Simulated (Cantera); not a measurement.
Feed: 1 mol SiH4, 0.039 mol HCl, 480 mol H2, 0.021 mol C3H8, held at 10.0 Torr.

Method: chemical equilibrium by Gibbs-energy minimisation in Cantera with the NASA 1993 tables (ideal gas, pure condensed phases). Candidate condensed phases: C, C6H6, C7H8, C8H18, Si, SiC; 109 gas species. Mutual solubility and eutectic melting of coexisting phases are not modelled. Gases not in the tables: Si2H6 and higher silanes. Rates play no part.

Task: What share of the Si ends up in condensed phases as a function of T (°C), at 1325, 1375, 1425, 1475, 1525, 1575, 1625, 1675?

Result: 
```tsv
T (°C)	Si condensed (%)	as
1325	99.3	Si(s) + SiC(s)
1375	98.4	Si(s) + SiC(s)
1425	96.5	Si(l) + SiC(s)
1475	92.8	Si(l) + SiC(s)
1525	85.5	Si(l) + SiC(s)
1575	71.6	Si(l) + SiC(s)
1625	45.6	Si(l) + SiC(s)
1675	4.4	SiC(s)
```
